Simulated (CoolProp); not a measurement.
Decamethylcyclopentasiloxane (D5) along the isobar 0.691 MPa: Z from the reference equation and from simpler models built on Tc = 345.1 °C, pc = 1.078 MPa, ω = 0.631; each cubic takes its own stable root.

The numbers come from the reference Helmholtz-energy equation of state, Thol 2019 in CoolProp.

```tsv
T (°C)	phase	reference	Redlich-Kwong	Soave-Redlich-Kwong	Peng-Robinson
6.75	liquid	0.1130	0.1411	0.1348	0.1203
35.15	liquid	0.1059	0.1314	0.1246	0.1111
63.45	liquid	0.1002	0.1239	0.1166	0.1038
91.75	liquid	0.09555	0.1180	0.1102	0.09797
120.15	liquid	0.09182	0.1135	0.1051	0.09337
148.45	liquid	0.08892	0.1102	0.1014	0.08991
176.85	liquid	0.08677	0.1082	0.09880	0.08751
205.15	liquid	0.08540	0.1075	0.09751	0.08626
233.45	liquid	0.08490	0.1085	0.09775	0.08638
261.85	liquid	0.08559	0.1119	0.1002	0.08849
290.15	liquid	0.08834	0.1202	0.1066	0.09422
318.55	gas	0.6244	0.6780	0.6484	0.6255
346.85	gas	0.7214	0.7381	0.7393	0.7172
```
